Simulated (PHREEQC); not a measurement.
Consider water at 25 °C with 0.0012 mol Ba(OH)2 and 0.055 mol Al(NO3)3 per kg of water. Closed to the air; pH follows from the charge balance.

Computed with PHREEQC (ion-association model, wateq4f.dat).

| Quantity | Result |
|---|---|
| pH | 4.05 |
| ionic strength | 0.326 mol/kgw |
| total alkalinity | 2.40 meq/kg |

| species | molality | activity | log γ |
|---|---|---|---|
| NO3- | 0.165 | 0.107 | -0.186 |
| Al+3 | 0.0526 | 0.00557 | -0.975 |
| AlOH+2 | 0.00236 | 0.000622 | -0.579 |
| Ba+2 | 0.00120 | 0.000301 | -0.601 |
| H+ | 0.000114 | 8.85e-5 | -0.108 |
| Al(OH)2+ | 7.66e-5 | 5.49e-5 | -0.145 |
| Al(OH)3 | 8.45e-8 | 9.11e-8 | 0.033 |
| Al(OH)4- | 2.78e-9 | 1.93e-9 | -0.158 |

Precipitation was switched off in this run. Examples of supersaturated solids here: Boehmite (slow to form), Gibbsite (slow to form). Others may be too.
